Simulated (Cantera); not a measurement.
A perfectly stirred reactor is fed with CH4 : O2 : N2 = 1 : 3.39 : 12.7 (molar parts), equivalence ratio 0.59, at 9.87 atm; it is adiabatic with a 598 K inlet, and is followed from long to short residence time, starting on the burning branch (τ in s: 0.15, 0.046, 0.013, 0.0039, 0.0012, 0.00034, 0.0001, 3e-05, 8.7e-06).

Computed with Cantera and GRI-Mech 3.0 (53 species, 325 reactions).

What does this change do: 0.26 parts H2O added?


```tsv
quantity	before	after
blow-out, bracketed by the residence times tried	burning at 0.100 ms, out at 30.0 µs	burning at 0.340 ms, out at 0.100 ms
x(CH4) at τ = 0.150 s	1.66e-6	1.83e-6
x(O2) at τ = 0.150 s	0.0812	0.0800
x(NO) at τ = 0.150 s	9.62e-5	6.54e-5
x(N2O) at τ = 0.150 s	6.20e-7	5.73e-7
x(H2O2) at τ = 0.150 s	1.38e-7	1.42e-7
x(CH4) at τ = 1.20 ms	8.56e-5	9.35e-5
x(O2) at τ = 1.20 ms	0.0819	0.0808
x(NO) at τ = 1.20 ms	8.85e-6	6.67e-6
x(N2O) at τ = 1.20 ms	2.19e-6	2.06e-6
x(H2O2) at τ = 1.20 ms	4.57e-7	5.03e-7
```

What does this change do: inlet temperature 598 to 323 K?


```csv
quantity,before,after
"blow-out, bracketed by the residence times tried","burning at 0.100 ms, out at 30.0 µs","burning at 1.20 ms, out at 0.340 ms"
x(CH4) at τ = 0.150 s,1.66e-6,6.61e-6
x(O2) at τ = 0.150 s,0.0812,0.0813
x(NO) at τ = 0.150 s,9.62e-5,3.00e-6
x(N2O) at τ = 0.150 s,6.20e-7,4.77e-7
x(H2O2) at τ = 0.150 s,1.38e-7,8.70e-8
x(CH4) at τ = 1.20 ms,8.56e-5,0.000376
x(O2) at τ = 1.20 ms,0.0819,0.0842
x(NO) at τ = 1.20 ms,8.85e-6,9.75e-7
x(N2O) at τ = 1.20 ms,2.19e-6,2.00e-6
x(H2O2) at τ = 1.20 ms,4.57e-7,9.48e-7
```
